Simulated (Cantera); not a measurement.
Input (Python, Cantera):

```python
import numpy as np
import cantera as ct

gas = ct.Solution("h2o2.yaml")
gas.TPX = 625, 14000, {'H2': 1, 'O2': 0.625, 'N2': 2.35}
flame = ct.FreeFlame(gas, width=0.16)
flame.set_refine_criteria(ratio=3, slope=0.08, curve=0.16)
flame.transport_model = "mixture-averaged"
flame.solve(loglevel=0, auto=True)
z, T = flame.grid, flame.T
thick = (T[-1] - T[0]) / np.gradient(T, z).max()
show = ['H2', 'O2', 'O', 'H2O', 'H', 'HO2']
print(f"laminar burning velocity  {flame.velocity[0] * 100:.3f} cm/s")
print(f"burnt temperature         {T[-1]:.1f} K")
print(f"thermal thickness         {thick * 1e3:.4f} mm")
print(f"grid points               {len(z)}")
z0 = z[flame.heat_release_rate.argmax()]
print(f"{'z/mm':>9s}{'T/K':>9s}{'u/(m/s)':>9s}" + "".join(f"{s:>11s}" for s in show))
rows = []
for k in (-3, -2, -1.5, -1, -0.5, -0.25, 0, 0.25, 0.5, 1, 2, 4, 8):
    zz = z0 + k * thick
    rows.append([k * thick, np.interp(zz, z, T), np.interp(zz, z, flame.velocity),
                 *(np.interp(zz, z, flame.X[gas.species_index(s)]) for s in show)])
    print(f"{rows[-1][0] * 1e3:9.3f}{rows[-1][1]:9.1f}{rows[-1][2]:9.3f}" + "".join(f"{x:11.3e}" for x in rows[-1][3:]))
```

Result:

```
laminar burning velocity  588.319 cm/s
burnt temperature         2321.9 K
thermal thickness         6.3248 mm
grid points               132
     z/mm      T/K  u/(m/s)         H2         O2          O        H2O          H        HO2
  -18.974    625.0    5.883  2.516e-01  1.572e-01  1.939e-16  9.486e-15  5.485e-15  3.039e-13
  -12.650    625.0    5.883  2.516e-01  1.572e-01  1.381e-13  2.002e-12  4.564e-12  4.513e-11
   -9.487    625.0    5.883  2.516e-01  1.572e-01  1.181e-11  9.789e-11  4.843e-10  2.303e-09
   -6.325    625.0    5.883  2.516e-01  1.572e-01  3.258e-09  2.895e-08  1.725e-07  3.869e-07
   -3.162    631.0    5.934  2.503e-01  1.572e-01  7.879e-06  4.123e-04  2.721e-04  4.900e-05
   -1.581    737.7    6.869  2.302e-01  1.539e-01  2.827e-04  1.056e-02  7.020e-03  3.628e-05
    0.000   1098.6    9.931  1.103e-01  1.108e-01  7.841e-03  1.002e-01  5.341e-02  1.713e-05
    1.581   1368.3   12.211  3.479e-02  6.074e-02  1.750e-02  1.857e-01  6.972e-02  8.142e-06
    3.162   1490.0   13.200  3.120e-02  5.460e-02  1.819e-02  1.967e-01  6.056e-02  6.239e-06
    6.325   1630.3   14.305  3.121e-02  5.121e-02  1.707e-02  2.050e-01  4.795e-02  4.822e-06
   12.650   1782.5   15.467  2.974e-02  4.782e-02  1.486e-02  2.150e-01  3.517e-02  3.632e-06
   25.299   1936.9   16.608  2.637e-02  4.451e-02  1.188e-02  2.269e-01  2.353e-02  2.661e-06
   50.598   2082.9   17.654  2.131e-02  4.147e-02  8.603e-03  2.399e-01  1.404e-02  1.993e-06
```

Model: the H2/O2 subset of GRI-Mech 3.0, which has no nitrogen chemistry, integrated in Cantera. Burning velocities carry a grid error of a few per cent, more on coarse grids.
